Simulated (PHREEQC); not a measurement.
**Nickel, zinc or cadmium bath (model solution)**

Dissolve 0.0092 mol/kgw CdCl2, 1.3 mol/kgw KCl and 0.55 mol/kgw H2SO4 at 20 °C. It is in equilibrium with CO2 at log p = -2 (atm). Otherwise closed; pH follows from the charge balance.

Computed with PHREEQC (ion-association model, phreeqc.dat).

No solid was allowed to form.

Problem. Predict the pH, density, ionic strength.

Solution. pH 0.29; density 1.087 g/cm³; ionic strength 2.02 mol/kgw.

Problem. In which forms is S present?

Solution. HSO4- 73 %, SO4-2 15 %, KSO4- 12 % of the S.

The ionic strength is past about 0.7 mol/kgw, beyond the range of this activity model, so the values are rough. Complexes and solids missing from the database can't appear.
